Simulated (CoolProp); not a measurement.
Normal hydrogen at 293.15 K and 0.214 MPa is throttled through a valve to 0.0261 MPa with no heat exchange. Each further row changes one setting.

Model: reference Helmholtz-energy equation of state, Leachman 2009, in CoolProp.

```
case                         final density (kg/m³)
---------------------------  ---------------------
as stated                                      ___
outlet pressure 0.00783 MPa                    ___
outlet pressure 0.0339 MPa                     ___
```

Problem. Complete the blanks.

Solution. 
- as stated, final density (kg/m³): 0.0216
- outlet pressure 0.00783 MPa, final density (kg/m³): 0.00647
- outlet pressure 0.0339 MPa, final density (kg/m³): 0.0280
